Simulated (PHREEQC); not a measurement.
Model water analysis in mg/L, 25 °C, pH 3.43, pe 9.3:

```
constituent  mg/L
-----------  ----
Na            407
K            22.6
Ca            388
Mg           69.6
Cl            103
S(6) as SO4  1550
Fe(3)        3.68
```

Valence states are taken as typed.

Model: ion-association model, wateq4f.dat, run in PHREEQC.

Precipitation was switched off in this run.

Question: Estimate the ionic strength.

Answer: ionic strength 0.0502 mol/kgw.

Question: In which forms is K present?

Answer: K+ 97 %, KSO4- 3.4 % of the K.

Saturation is exceeded, for instance for Jarosite-K, Jarosite-Na; the values hold only as long as no solid forms. Complexes and solids missing from the database can't appear.
